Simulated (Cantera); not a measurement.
A freely propagating, adiabatic, planar premixed flame of CO : H2 : CH4 : O2 : N2 = 1 : 1.1 : 0.2 : 1.12 : 3.79 (molar parts), equivalence ratio 1.3, unburnt at 450 K and 3.00 bar; mixture-averaged transport, grid criteria slope 0.08 and curve 0.16, no radiation.

Cantera simulation using GRI-Mech 3.0 (53 species, 325 reactions); the numbers are that mechanism's predictions, not measurements. Burning velocities carry a grid error of a few per cent, more on coarse grids.

### Question
What does this change do: inlet temperature 450 to 550 K?

### Answer
```tsv
quantity	before	after
laminar burning velocity	229 cm/s	327 cm/s
thermal thickness	0.0916 mm	0.0907 mm
peak x(CH2O)	0.000340	0.000365
peak x(HO2)	0.000656	0.000596
```
